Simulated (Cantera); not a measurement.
Input: 1 mol Fe₂O₃, 2.4 mol SO₂, 0.3 mol H₂O, equilibrated at 725 °C and 0.930 bar.

Method: chemical equilibrium by Gibbs-energy minimisation in Cantera with the NASA 1993 tables (ideal gas, pure condensed phases). Candidate condensed phases: Fe, FeO, Fe(OH)₂, Fe(OH)₃, FeS, FeSO₄, FeS₂, Fe₂O₃, Fe₂(SO₄)₃, Fe₃O₄, H₂O, H₂SO₄, S; 22 gas species. Equilibrium is a limit: real reactors are often held back by kinetics, nucleation or transport.

Q: What is the equilibrium state?

A: 
```
Item                                       Value
-------------------------------------  ---------
x(SO₂)                                     0.889
x(H₂O)                                     0.111
x(SO₃)                                   8.84e-6
x(H₂)                                    1.70e-6
n(Fe₂O₃(s))                            1.000 mol
gas amount                             2.700 mol
log10 activity of S(l) (absent)            -5.01
log10 activity of Fe(α) (absent)           -6.81
log10 activity of Fe(OH)₂(s) (absent)      -7.06
```
